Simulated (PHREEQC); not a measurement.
Solution (25 °C): 0.11 mol AgF and 0.00015 mol NaNO3 per kg of water. Closed to the air; pH follows from the charge balance.

Computed with PHREEQC (ion-association model, wateq4f.dat).

Each row changes one thing in this solution. No solid was allowed to form.

```tsv
case	pH	ionic strength (mol/kgw)	Ag+ (mol/kgw)	F- (mol/kgw)	AgF (mol/kgw)	AgOH (mol/kgw)	SI of Ag2O (Ag2O)
as made	7.62	0.0975	0.0973	0.0973	0.0127	3.10e-6	+0.42
NaNO3 from 0.00015 to 0.000165 mol/kgw	7.62	0.0975	0.0973	0.0973	0.0127	3.10e-6	+0.42
NaNO3 left out	7.62	0.0973	0.0973	0.0973	0.0127	3.10e-6	+0.42
diluted 10-fold with water	7.45	0.0108	0.0108	0.0108	0.000214	2.69e-7	-1.72
diluted 5-fold with water	7.51	0.0213	0.0212	0.0212	0.000770	5.87e-7	-1.04
AgF from 0.11 to 0.165 mol/kgw	7.65	0.141	0.141	0.141	0.0245	4.63e-6	+0.78
temperature from 25 to 35 °C	7.63	0.0991	0.0989	0.0989	0.0111	3.22e-6	+0.71
```

Some of these states are supersaturated (in Ag2O, for instance).
